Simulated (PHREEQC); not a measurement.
**Nickel, zinc or cadmium bath: an equilibrium model**

Make-up at 25 °C: 0.044 mol CdSO4, 0.0297 mol NaCl and 0.00021 mol HCl per kg of water. Closed to the air; pH follows from the charge balance.

Computed with PHREEQC (ion-association model, phreeqc.dat).

This is a speciation only: nothing precipitates in the calculation.

Question: What pH, ionic strength, density does the model give?

Answer: pH 4.03; ionic strength 0.114 mol/kgw; density 1.007 g/cm³.

Question: In which forms is Cd present?

Answer: Cd+2 37 %, CdSO4 30 %, CdCl+ 23 %, Cd(SO4)2-2 7.7 %, CdCl2 1.0 % of the Cd.

Complexes and solids missing from the database can't appear.
